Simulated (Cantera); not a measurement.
Input: 1 mol Si3N4, 0.01 mol H2O, 4.3 mol N2, at 1652 °C and 133 Pa.

Cantera equilibrium calculation (NASA polynomials, part measured and part estimated; ideal gas, pure solids and liquids). Candidate condensed phases: H2O, Si, SiO2, Si2N2O, Si3N4; 35 gas species. The tables' values for SiN are old estimates; treat these amounts as uncertain. Rates play no part.

Base state: N2 0.983, Si 0.0131, SiO 0.00156, H2 0.00112, H 0.000875, Si2N 0.000209, SiN 0.000148, Si2 0.000112 (mole fractions); condensed: Si(l).

Task: What changes in the equilibrium state with this change: temperature from 1652 °C to 1377 °C?

Result: 
```tsv
species	before	after
N2	0.983	0.995
SiO	0.00156	0.00231
H2	0.00112	0.00225
Si	0.0131	0.000130
Si3	2.50e-5	4.35e-8
Si2	0.000112	2.83e-7
Si2N	0.000209	3.87e-6
SiN	0.000148	3.40e-6
Si(l), mol	2.90	0
Si3N4(s), mol	0	0.996
```
